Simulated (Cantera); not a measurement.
**Pyrogenic steam for wet oxidation**

An isothermal, constant-pressure homogeneous reactor starts with H₂ : O₂ : N₂ = 1.1 : 1 : 1.6 (molar parts), at 1275 K and 165 Torr.

Detailed kinetics in Cantera: GRI-Mech 3.0 (53 species, 325 reactions). The temperature is held fixed by assumption; the heat of reaction is taken as removed at once.

| t (s) | x H₂ | x O₂ | x NO₂ | x HO₂ | x O | x N₂O |
|---|---|---|---|---|---|---|
| 0.000100 | 0.0657 | 0.166 | 5.26e-11 | 3.92e-5 | 0.0310 | 7.30e-9 |
| 0.000330 | 0.0101 | 0.143 | 2.11e-9 | 4.54e-5 | 0.00713 | 3.70e-8 |
| 0.00109 | 0.000686 | 0.143 | 2.69e-8 | 1.75e-5 | 0.000406 | 6.19e-8 |
| 0.00358 | 5.19e-5 | 0.143 | 8.00e-8 | 2.42e-6 | 3.34e-5 | 7.07e-8 |
| 0.0118 | 6.73e-6 | 0.143 | 7.78e-8 | 4.06e-7 | 5.17e-6 | 7.39e-8 |
| 0.0389 | 1.36e-6 | 0.143 | 4.90e-8 | 9.70e-8 | 1.15e-6 | 7.47e-8 |
| 0.128 | 3.60e-7 | 0.143 | 3.43e-8 | 3.67e-8 | 3.17e-7 | 7.18e-8 |
| 0.423 | 1.40e-7 | 0.143 | 4.07e-8 | 2.81e-8 | 1.20e-7 | 6.01e-8 |
| 1.40 | 1.10e-7 | 0.143 | 4.72e-8 | 2.82e-8 | 9.10e-8 | 3.31e-8 |
| 4.60 | 1.09e-7 | 0.143 | 4.73e-8 | 2.82e-8 | 9.06e-8 | 8.46e-9 |
| 15.2 | 1.09e-7 | 0.143 | 4.73e-8 | 2.82e-8 | 9.06e-8 | 5.64e-9 |
| 50.0 | 1.09e-7 | 0.143 | 4.73e-8 | 2.82e-8 | 9.06e-8 | 5.64e-9 |
x: mole fraction; the columns are a selection and need not sum to one.

Equilibrium at this temperature and pressure: H₂ 1.10e-7, O₂ 0.143, NO₂ 1.04e-6, HO₂ 2.82e-8, O 9.05e-8, N₂O 5.64e-9 (gas phase only).
